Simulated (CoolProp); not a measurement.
The fluid at 293.15 K and 1.79 MPa is throttled through a valve to 0.0542 MPa with no heat exchange. The same conditions are run with several fluids, on thermodynamics alone (safety and materials aside).

Values from CoolProp's reference Helmholtz-energy equation of state of each fluid (R1336mzz(E): Akasaka 2023; R134a: Tillner-Roth 1994; chloromethane (R40): Thol 2014; propane: Lemmon 2009; propylene: Lemmon 2013).

Problem. Rank R1336mzz(E), R134a, chloromethane (R40), propane, propylene by temperature change (K), highest first.

Solution. R1336mzz(E) (-26.6), chloromethane (R40) (-57.5), R134a (-58.9), propane (-75.4), propylene (-80.5)

```json
[
 {"fluid": "R1336mzz(E)", "final phase": "two-phase, vapour fraction 0.205", "final density (kg/m³)": "20.0"},
 {"fluid": "R134a", "final phase": "two-phase, vapour fraction 0.347", "final density (kg/m³)": "8.39"},
 {"fluid": "chloromethane (R40)", "final phase": "two-phase, vapour fraction 0.208", "final density (kg/m³)": "6.83"},
 {"fluid": "propane", "final phase": "two-phase, vapour fraction 0.412", "final density (kg/m³)": "3.27"},
 {"fluid": "propylene", "final phase": "two-phase, vapour fraction 0.416", "final density (kg/m³)": "3.16"}
]
```
